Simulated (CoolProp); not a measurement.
Computed with CoolProp (reference Helmholtz-energy equation of state, Thol 2019).

Question: For n-hexane, give the phase and the density (kg/m³), cv (kJ/(kg K)), isothermal compressibility (1/MPa), viscosity (µPa s) at 600 K and 3.81 MPa; 600 K and 13.3 MPa.

Answer: 
- 600 K and 3.81 MPa: supercritical; density 89.4, cv 2.86, isothermal compressibility 0.361, viscosity 17.8
- 600 K and 13.3 MPa: supercritical; density 358, cv 2.87, isothermal compressibility 0.0325, viscosity 49.4

Viscosity comes from a separate model (Michailidou 2013).
